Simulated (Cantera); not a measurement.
A closed system holds: 1 mol FeS₂, a varied amount of SO₂, 5.5 mol H₂O, 0.19 mol O₂, held at 1398 K and 0.710 bar.

These are equilibrium values from Cantera (NASA tables, ideal gas, pure condensed phases), not measurements of a reactor. Candidate condensed phases: Fe, FeO, Fe(OH)₂, Fe(OH)₃, FeS, FeSO₄, FeS₂, Fe₂O₃, Fe₂(SO₄)₃, Fe₃O₄, H₂O, H₂SO₄, S; 22 gas species. Metal and sulfide melt together well below either melting point, which pure phases cannot show. Mutual solubility and eutectic melting of coexisting phases are not modelled. The tables' stoichiometric FeO is somewhat more stable than real wüstite, so its field is too wide. FeO, FeS: taken at fixed stoichiometry. Rates play no part.

Problem. Which condensed phases are stable at each of these points (n(SO₂) (mol)): 0.35, 0.43, 0.53, 0.65, 0.79, 0.98, 1.2, 1.5, 1.8, 2.2?

Solution. 
```json
[
 {"n(SO₂) (mol)": "0.35", "condensed phases": "FeS(s)", "Fe condensed (%)": "100.0"},
 {"n(SO₂) (mol)": "0.43", "condensed phases": "FeS(s)", "Fe condensed (%)": "100.0"},
 {"n(SO₂) (mol)": "0.53", "condensed phases": "FeS(s)", "Fe condensed (%)": "100.0"},
 {"n(SO₂) (mol)": "0.65", "condensed phases": "FeS(s)", "Fe condensed (%)": "100.0"},
 {"n(SO₂) (mol)": "0.79", "condensed phases": "FeS(s)", "Fe condensed (%)": "100.0"},
 {"n(SO₂) (mol)": "0.98", "condensed phases": "FeS(s)", "Fe condensed (%)": "100.0"},
 {"n(SO₂) (mol)": "1.2", "condensed phases": "FeS(s)", "Fe condensed (%)": "100.0"},
 {"n(SO₂) (mol)": "1.5", "condensed phases": "FeO(s) + FeS(s)", "Fe condensed (%)": "100.0"},
 {"n(SO₂) (mol)": "1.8", "condensed phases": "FeO(s) + FeS(s)", "Fe condensed (%)": "100.0"},
 {"n(SO₂) (mol)": "2.2", "condensed phases": "FeO(s) + FeS(s)", "Fe condensed (%)": "100.0"}
]
```

From 0.35 mol SO₂ to 1.2 mol SO₂ the condensed part is FeS(s). From 1.5 mol SO₂ to 2.2 mol SO₂ the condensed part is FeO(s) + FeS(s).
